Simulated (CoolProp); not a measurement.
Computed with CoolProp (reference Helmholtz-energy equation of state, Aleksandrov 2011). It is a short technical equation, of lower accuracy than the large ones.

Q: Give the vapour pressure (MPa), enthalpy of vaporisation (kJ/kg), liquid cp (kJ/(kg K)), vapour Z of saturated n-undecane at 180.65, 199.05, 235.85 °C.

A: 
```csv
T (°C),p (MPa),enthalpy of vaporisation (kJ/kg),liquid cp (kJ/(kg K)),vapour Z
180.65,0.0689,274,2.82,0.947
199.05,0.110,263,2.90,0.927
235.85,0.247,238,3.06,0.873
```
